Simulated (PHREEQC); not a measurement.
# Copper plating or etch bath: an equilibrium model

Consider water at 20 °C with 2.4 mmol/kgw CuCl2 and 0.061 mmol/kgw H2SO4. Closed to the air; pH follows from the charge balance.

All values are PHREEQC results (ion-association model, wateq4f.dat), not measurements.

No solid was allowed to form.

### Question
What pH does the model give?

### Answer
pH 3.95.

### Question
In which forms is S present?

### Answer
SO4-2 81 %, CuSO4 19 %, HSO4- 0.6 % of the S.
